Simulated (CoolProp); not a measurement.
Octamethyltrisiloxane (MDM) at several states: Z from the reference equation and from simpler models built on Tc = 565.4 K, pc = 1.438 MPa, ω = 0.528; each cubic takes its own stable root.

Computed with CoolProp (reference Helmholtz-energy equation of state, Thol 2017).

| T (K) | p (MPa) | phase | reference | Soave-Redlich-Kwong | Peng-Robinson |
|---|---|---|---|---|---|
| 258.5 | 0.114 | liquid | 0.01468 | 0.01667 | 0.01486 |
| 231.2 | 5.66 | liquid | 0.7859 | 0.9027 | 0.8069 |
| 478.6 | 0.0358 | gas | 0.9841 | 0.9844 | 0.9833 |
| 305.2 | 0.0405 | liquid | 0.004671 | 0.005210 | 0.004635 |
| 326.1 | 0.0106 | liquid | 0.001175 | 0.001303 | 0.001157 |
| 205.5 | 0.26 | liquid | 0.03971 | 0.04623 | 0.04132 |
